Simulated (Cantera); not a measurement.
A perfectly stirred reactor is fed with CH₃OH : O₂ : N₂ : H₂O = 1 : 1 : 12 : 0.75 (molar parts), equivalence ratio 1.5, at 0.987 atm; it is adiabatic with a 800 K inlet, and is followed from long to short residence time, starting on the burning branch (τ in s: 0.087, 0.041, 0.019, 0.0089, 0.0042, 0.002, 0.00091, 0.00043, 0.0002, 9.4e-05, 4.4e-05, 2.1e-05).

Computed with Cantera and GRI-Mech 3.0 (53 species, 325 reactions). GRI-Mech 3.0 was tuned for natural gas; its chemistry of methanol as a main component is partial and can be far from experiment.

### Question
What does this change do: inlet temperature 800 to 323 K?

### Answer
```json
[
 {"quantity": "blow-out, bracketed by the residence times tried", "before": "burning at 2.00 ms, out at 0.910 ms", "after": "not reached"},
 {"quantity": "x(CH₃OH) at τ = 87.0 ms", "before": "4.31e-6", "after": "0.0678"},
 {"quantity": "x(O₂) at τ = 87.0 ms", "before": "0.000129", "after": "0.0678"},
 {"quantity": "x(H₂O) at τ = 87.0 ms", "before": "0.138", "after": "0.0508"},
 {"quantity": "x(CO₂) at τ = 87.0 ms", "before": "0.0365", "after": "<1e-12"},
 {"quantity": "x(CH₃) at τ = 87.0 ms", "before": "4.13e-6", "after": "<1e-12"},
 {"quantity": "x(CH₃OH) at τ = 0.910 ms", "before": "0.0678", "after": "0.0678"},
 {"quantity": "x(O₂) at τ = 0.910 ms", "before": "0.0678", "after": "0.0678"},
 {"quantity": "x(H₂O) at τ = 0.910 ms", "before": "0.0508", "after": "0.0508"},
 {"quantity": "x(CO₂) at τ = 0.910 ms", "before": "<1e-12", "after": "<1e-12"},
 {"quantity": "x(CH₃) at τ = 0.910 ms", "before": "<1e-12", "after": "<1e-12"},
 {"quantity": "state", "before": "not reached", "after": "not burning at any residence time tried"}
]
```

### Question
What does this change do: inlet temperature 800 to 748 K?

### Answer
```json
[
 {"quantity": "blow-out, bracketed by the residence times tried", "before": "burning at 2.00 ms, out at 0.910 ms", "after": "burning at 2.00 ms, out at 0.910 ms"},
 {"quantity": "x(CH₃OH) at τ = 87.0 ms", "before": "4.31e-6", "after": "6.09e-6"},
 {"quantity": "x(O₂) at τ = 87.0 ms", "before": "0.000129", "after": "0.000179"},
 {"quantity": "x(H₂O) at τ = 87.0 ms", "before": "0.138", "after": "0.137"},
 {"quantity": "x(CO₂) at τ = 87.0 ms", "before": "0.0365", "after": "0.0369"},
 {"quantity": "x(CH₃) at τ = 87.0 ms", "before": "4.13e-6", "after": "5.90e-6"},
 {"quantity": "x(CH₃OH) at τ = 0.910 ms", "before": "0.0678", "after": "0.0678"},
 {"quantity": "x(O₂) at τ = 0.910 ms", "before": "0.0678", "after": "0.0678"},
 {"quantity": "x(H₂O) at τ = 0.910 ms", "before": "0.0508", "after": "0.0508"},
 {"quantity": "x(CO₂) at τ = 0.910 ms", "before": "<1e-12", "after": "<1e-12"},
 {"quantity": "x(CH₃) at τ = 0.910 ms", "before": "<1e-12", "after": "<1e-12"}
]
```
